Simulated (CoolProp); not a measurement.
Saturation properties of 1-butene (Tc = 146.1 °C, pc = 4.006 MPa, ω = 0.192).

Computed with CoolProp (reference Helmholtz-energy equation of state, Lemmon 2005). It is a short technical equation, of lower accuracy than the large ones.

```json
[
 {"T (°C)": "-32.25", "p (MPa)": "0.03247", "liquid density (kg/m³)": "654.6", "vapour density (kg/m³)": "0.9276", "enthalpy of vaporisation (kJ/kg)": "415.7", "surface tension (mN/m)": "19.4"},
 {"T (°C)": "-21.95", "p (MPa)": "0.05270", "liquid density (kg/m³)": "643.3", "vapour density (kg/m³)": "1.455", "enthalpy of vaporisation (kJ/kg)": "…", "surface tension (mN/m)": "18.0"},
 {"T (°C)": "-11.55", "p (MPa)": "…", "liquid density (kg/m³)": "631.6", "vapour density (kg/m³)": "2.201", "enthalpy of vaporisation (kJ/kg)": "397.1", "surface tension (mN/m)": "16.7"},
 {"T (°C)": "-1.25", "p (MPa)": "0.1229", "liquid density (kg/m³)": "619.8", "vapour density (kg/m³)": "3.204", "enthalpy of vaporisation (kJ/kg)": "…", "surface tension (mN/m)": "…"},
 {"T (°C)": "9.05", "p (MPa)": "0.1777", "liquid density (kg/m³)": "607.7", "vapour density (kg/m³)": "4.527", "enthalpy of vaporisation (kJ/kg)": "377.2", "surface tension (mN/m)": "14.0"},
 {"T (°C)": "19.45", "p (MPa)": "0.2503", "liquid density (kg/m³)": "595.1", "vapour density (kg/m³)": "…", "enthalpy of vaporisation (kJ/kg)": "…", "surface tension (mN/m)": "12.7"},
 {"T (°C)": "29.75", "p (MPa)": "0.3424", "liquid density (kg/m³)": "582.2", "vapour density (kg/m³)": "8.434", "enthalpy of vaporisation (kJ/kg)": "355.1", "surface tension (mN/m)": "11.4"},
 {"T (°C)": "40.05", "p (MPa)": "0.4581", "liquid density (kg/m³)": "568.7", "vapour density (kg/m³)": "11.17", "enthalpy of vaporisation (kJ/kg)": "343.1", "surface tension (mN/m)": "10.2"},
 {"T (°C)": "50.45", "p (MPa)": "0.6021", "liquid density (kg/m³)": "554.6", "vapour density (kg/m³)": "14.60", "enthalpy of vaporisation (kJ/kg)": "330.0", "surface tension (mN/m)": "8.93"},
 {"T (°C)": "60.75", "p (MPa)": "0.7755", "liquid density (kg/m³)": "539.8", "vapour density (kg/m³)": "18.79", "enthalpy of vaporisation (kJ/kg)": "316.1", "surface tension (mN/m)": "7.75"},
 {"T (°C)": "71.05", "p (MPa)": "0.9832", "liquid density (kg/m³)": "524.2", "vapour density (kg/m³)": "23.96", "enthalpy of vaporisation (kJ/kg)": "301.0", "surface tension (mN/m)": "6.60"},
 {"T (°C)": "81.45", "p (MPa)": "1.232", "liquid density (kg/m³)": "…", "vapour density (kg/m³)": "30.41", "enthalpy of vaporisation (kJ/kg)": "284.2", "surface tension (mN/m)": "5.48"}
]
```

Q: Some entries are withheld; supply them.

A: 
- -21.95, enthalpy of vaporisation (kJ/kg): 406.6
- -11.55, p (MPa): 0.08221
- -1.25, enthalpy of vaporisation (kJ/kg): 387.4
- -1.25, surface tension (mN/m): 15.3
- 19.45, vapour density (kg/m³): 6.256
- 19.45, enthalpy of vaporisation (kJ/kg): 366.4
- 81.45, liquid density (kg/m³): 507.2

It boils at -6.3 °C under 1 atm.

Surface tension comes from a separate correlation (Mulero 2012).
